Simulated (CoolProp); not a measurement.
Vapour-liquid equilibrium of propane (1) + neopentane (2) at 283 kPa; x and y are mole fractions of (1).

Model: multi-fluid Helmholtz-energy mixture model, Lemmon 2009 and Lemmon 2006; pair parameters Bell 2016, in CoolProp.

Question: Give the bubble temperature and the first vapour's composition at x = 0.35, 0.65, 0.95. Is there an azeotrope?

Answer: x = 0.35: 293.3 K, y = 0.655; x = 0.65: 274.3 K, y = 0.923; x = 0.95: 258.9 K, y = 0.997. No azeotrope shows between x = 0.05 and 0.95.

Pair parameters are fitted to limited data, so mixtures are less certain than the pure fluids.
